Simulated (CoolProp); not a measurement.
Methanol along the isobar 45700 kPa: density (kg/m³) from the reference equation and from simpler models built on Tc = 513.4 K, pc = 8216 kPa, ω = 0.565; each cubic takes its own stable root.

Model: reference Helmholtz-energy equation of state, de Reuck 1993, in CoolProp.

```
T (K)          phase  reference  Redlich-Kwong  Peng-Robinson
-----  -------------  ---------  -------------  -------------
272.8         liquid      842.9          609.2          709.3
293.2         liquid      826.8          597.4          698.1
313.5         liquid      811.1          585.3          685.9
333.8         liquid        ___          572.7          672.7
354.2         liquid      779.3          559.7          658.2
374.5         liquid      762.7          546.3          642.5
394.9         liquid      745.4          532.4          625.4
415.2         liquid      727.2          518.2          606.9
435.5         liquid      707.8          503.7          586.9
455.9         liquid      687.0          488.7          565.2
476.2         liquid        ___          473.6            ___
496.5         liquid      640.9          458.1          517.3
516.9  supercritical      614.9            ___            ___
537.2  supercritical      587.0          426.6          463.8
```

Q: Fill in the missing entries.

A: 
- 333.8, reference: 795.4
- 476.2, reference: 664.8
- 476.2, Peng-Robinson: 542.0
- 516.9, Redlich-Kwong: 442.4
- 516.9, Peng-Robinson: 491.0
